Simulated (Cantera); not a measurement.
Feed: 1 mol BN, 10 mol HF, 1.2 mol N2, equilibrated at 1973.15 K and 52.0 Pa.

Equilibrium computed with Cantera from the NASA thermochemical tables; the gas is ideal and each condensed phase is pure. Candidate condensed phases: B, BN; 31 gas species. The tables' values for BF2 are old estimates; treat these amounts as uncertain. Rates play no part.

What is the equilibrium state?


| Item | Result |
|---|---|
| x(HF) | 0.632 |
| x(N2) | 0.149 |
| x(H2) | 0.112 |
| x(BF3) | 0.0707 |
| x(H) | 0.0198 |
| x(BF2) | 0.0146 |
| x(BF) | 0.00219 |
| x(BHF2) | 9.84e-5 |
| x(F) | 4.12e-5 |
| gas amount | 11.42 mol |
| log10 activity of B(s) (absent) | -4.82 |
